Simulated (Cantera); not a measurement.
Charge: 1 mol borazine, 0.11 mol H₂O, 1.6 mol N₂, at 1823 K and 310 Pa.

Method: chemical equilibrium by Gibbs-energy minimisation in Cantera with the NASA 1993 tables (ideal gas, pure condensed phases). Candidate condensed phases: B, BN, B₂O₃, B₃O₃H₃, H₂O; 39 gas species. The feed counts by its element totals alone. Kinetics and transport are ignored.

Base state: H₂ 0.631, N₂ 0.342, HBO 0.0162, H 0.00618, BO 0.00276, B₂O₂ 0.00152, HBO₂ 0.000171, B₂O₃ 0.000119 (mole fractions); condensed: BN(s).

Problem. What changes in the equilibrium state with this change: pressure from 310 Pa to 54.0 Pa?

Solution. 
| species | before | after |
|---|---|---|
| H₂ | 0.631 | 0.624 |
| N₂ | 0.342 | 0.340 |
| H | 0.00618 | 0.0147 |
| BO | 0.00276 | 0.00585 |
| HBO | 0.0162 | 0.0143 |
| B₂O₃ | 0.000119 | 1.44e-5 |
| HBO₂ | 0.000171 | 2.31e-5 |
| H₂O | 1.89e-5 | 2.86e-6 |
| BN(s), mol | 2.89 | 2.89 |
The tables' values for BH₂ are old estimates; treat these amounts as uncertain.
